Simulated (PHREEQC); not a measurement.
Dissolve 0.014 mol/kgw NH3, 2.1e-05 mol/kgw H4SiO4 and 0.0064 mol/kgw K3PO4 at 25 °C. Closed to the air; pH follows from the charge balance.

Model: ion-association model, wateq4f.dat, run in PHREEQC.

### Question
The ionic strength comes out as 0.0290 mol/kgw. What activity coefficients do NH4+, K+, H3SiO4-, KHPO4-, HPO4-2 get?

### Answer
NH4+ 0.85, K+ 0.85, H3SiO4- 0.85, KHPO4- 0.86, HPO4-2 0.53.

This is a speciation only: nothing precipitates in the calculation. H3PO4, which wateq4f.dat lacks, is added to it with the constant of phreeqc.dat.
